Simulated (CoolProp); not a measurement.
Vapour-liquid equilibrium of n-pentane (1) + acetone (2) at 0.324 bar; x and y are mole fractions of (1).

Computed with CoolProp (multi-fluid Helmholtz-energy mixture model, Thol 2019 and Lemmon 2006; pair parameters Bell 2016).

```csv
x,bubble temperature (K),y at the bubble point,dew temperature at overall composition x (K),liquid density (mol/L)
0.05,290.2,0.360,298.3,13.28
0.2,279.7,0.649,294.7,12.43
0.35,277.4,0.704,290.5,11.56
0.5,276.9,0.719,285.6,10.79
0.65,276.7,0.731,279.6,10.12
0.8,276.7,0.767,276.9,9.542
0.95,278.0,0.896,278.8,9.030
```

y crosses x between x = 0.65 and 0.8: the model has an azeotrope there.

The pair parameters rest on a limited set of measurements; away from them the model extrapolates. With so large a gap from Raoult's law the liquid may split in two, which this calculation doesn't test in full.
